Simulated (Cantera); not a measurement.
Premixed flame

A freely propagating, adiabatic, planar premixed flame of H₂ : O₂ : N₂ : H₂O = 1 : 0.781 : 3.36 : 1.1 (molar parts), equivalence ratio 0.64, unburnt at 425 K and 1.01 bar; mixture-averaged transport, grid criteria slope 0.08 and curve 0.16, no radiation.

Model: the H2/O2 subset of GRI-Mech 3.0, which has no nitrogen chemistry, integrated in Cantera. Burning velocities carry a grid error of a few per cent, more on coarse grids. Lean hydrogen flames are cellular in practice and burn faster than this planar one.

```json
[
 {"z (mm)": "-1.82", "T (K)": "425", "u (m/s)": "0.432", "x H₂": "0.156", "x O₂": "0.126", "x H₂O": "0.177", "x H₂O₂": "4.54e-8", "x OH": "<1e-8", "x H": "<1e-8"},
 {"z (mm)": "-1.21", "T (K)": "428", "u (m/s)": "0.431", "x H₂": "0.147", "x O₂": "0.127", "x H₂O": "0.180", "x H₂O₂": "7.63e-7", "x OH": "<1e-8", "x H": "<1e-8"},
 {"z (mm)": "-0.909", "T (K)": "436", "u (m/s)": "0.433", "x H₂": "0.137", "x O₂": "0.128", "x H₂O": "0.183", "x H₂O₂": "3.02e-6", "x OH": "<1e-8", "x H": "<1e-8"},
 {"z (mm)": "-0.606", "T (K)": "475", "u (m/s)": "0.462", "x H₂": "0.114", "x O₂": "0.129", "x H₂O": "0.193", "x H₂O₂": "1.91e-5", "x OH": "<1e-8", "x H": "<1e-8"},
 {"z (mm)": "-0.303", "T (K)": "689", "u (m/s)": "0.652", "x H₂": "0.0724", "x O₂": "0.120", "x H₂O": "0.231", "x H₂O₂": "9.14e-5", "x OH": "6.19e-6", "x H": "5.01e-6"},
 {"z (mm)": "-0.151", "T (K)": "945", "u (m/s)": "0.888", "x H₂": "0.0469", "x O₂": "0.103", "x H₂O": "0.269", "x H₂O₂": "7.09e-5", "x OH": "0.000168", "x H": "0.000245"},
 {"z (mm)": "0", "T (K)": "1203", "u (m/s)": "1.13", "x H₂": "0.0241", "x O₂": "0.0808", "x H₂O": "0.310", "x H₂O₂": "1.46e-5", "x OH": "0.000875", "x H": "0.00120"},
 {"z (mm)": "0.151", "T (K)": "1364", "u (m/s)": "1.28", "x H₂": "0.0107", "x O₂": "0.0649", "x H₂O": "0.335", "x H₂O₂": "4.73e-6", "x OH": "0.00210", "x H": "0.00158"},
 {"z (mm)": "0.303", "T (K)": "1447", "u (m/s)": "1.36", "x H₂": "0.00530", "x O₂": "0.0581", "x H₂O": "0.347", "x H₂O₂": "3.06e-6", "x OH": "0.00271", "x H": "0.00113"},
 {"z (mm)": "0.606", "T (K)": "1514", "u (m/s)": "1.42", "x H₂": "0.00208", "x O₂": "0.0543", "x H₂O": "0.354", "x H₂O₂": "1.58e-6", "x OH": "0.00240", "x H": "0.000394"},
 {"z (mm)": "1.21", "T (K)": "1546", "u (m/s)": "1.45", "x H₂": "0.000621", "x O₂": "0.0532", "x H₂O": "0.358", "x H₂O₂": "6.69e-7", "x OH": "0.00144", "x H": "6.49e-5"},
 {"z (mm)": "2.42", "T (K)": "1556", "u (m/s)": "1.45", "x H₂": "0.000144", "x O₂": "0.0531", "x H₂O": "0.359", "x H₂O₂": "2.46e-7", "x OH": "0.000730", "x H": "7.65e-6"},
 {"z (mm)": "4.85", "T (K)": "1559", "u (m/s)": "1.46", "x H₂": "3.42e-5", "x O₂": "0.0531", "x H₂O": "0.360", "x H₂O₂": "8.82e-8", "x OH": "0.000383", "x H": "9.76e-7"}
]
```
x: mole fraction of selected species; z is measured from the peak of heat release.

The laminar burning velocity is 43.3 cm/s and the thermal thickness comes out as 0.606 mm. The peak x(H₂O₂) is 9.63e-5 and the peak x(OH) comes out as 0.00274. The peak x(H) comes out as 0.00160 and the grid points comes out as 99.
